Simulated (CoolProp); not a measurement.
Vapour-liquid equilibrium of ethanol (1) + benzene (2) at 400.7 K; x and y are mole fractions of (1).

Model: multi-fluid Helmholtz-energy mixture model, Schroeder 2014 and Thol 2012; pair parameters Bell 2016, in CoolProp.

Q: Give the bubble pressure and the first vapour's composition at x = 0.35, 0.55, 0.95. Is there an azeotrope?

A: x = 0.35: 0.5875 MPa, y = 0.505; x = 0.55: 0.6079 MPa, y = 0.584; x = 0.95: 0.5526 MPa, y = 0.923. y crosses x between x = 0.55 and 0.65: the model has an azeotrope there.

The pair parameters rest on a limited set of measurements; away from them the model extrapolates.
